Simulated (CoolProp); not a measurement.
Vapour-liquid equilibrium of diethyl ether (1) + acetone (2) at 0.0429 MPa; x and y are mole fractions of (1).

Computed with CoolProp (multi-fluid Helmholtz-energy mixture model, Thol 2014 and Lemmon 2006; pair parameters Bell 2016).

```json
[
 {"x": "0.05", "bubble temperature (K)": "303.3", "y at the bubble point": "0.152", "dew temperature at overall composition x (K)": "305.2", "liquid density (mol/L)": "13.15"},
 {"x": "0.2", "bubble temperature (K)": "296.4", "y at the bubble point": "0.457", "dew temperature at overall composition x (K)": "302.3", "liquid density (mol/L)": "12.52"},
 {"x": "0.35", "bubble temperature (K)": "292.0", "y at the bubble point": "0.625", "dew temperature at overall composition x (K)": "299.0", "liquid density (mol/L)": "11.92"},
 {"x": "0.5", "bubble temperature (K)": "289.2", "y at the bubble point": "0.725", "dew temperature at overall composition x (K)": "295.3", "liquid density (mol/L)": "11.34"},
 {"x": "0.65", "bubble temperature (K)": "287.4", "y at the bubble point": "0.796", "dew temperature at overall composition x (K)": "291.2", "liquid density (mol/L)": "10.81"},
 {"x": "0.8", "bubble temperature (K)": "286.2", "y at the bubble point": "0.863", "dew temperature at overall composition x (K)": "287.3", "liquid density (mol/L)": "10.32"},
 {"x": "0.95", "bubble temperature (K)": "285.5", "y at the bubble point": "0.955", "dew temperature at overall composition x (K)": "285.5", "liquid density (mol/L)": "9.881"}
]
```

No azeotrope shows between x = 0.05 and 0.95.

Pair parameters are fitted to limited data, so mixtures are less certain than the pure fluids.
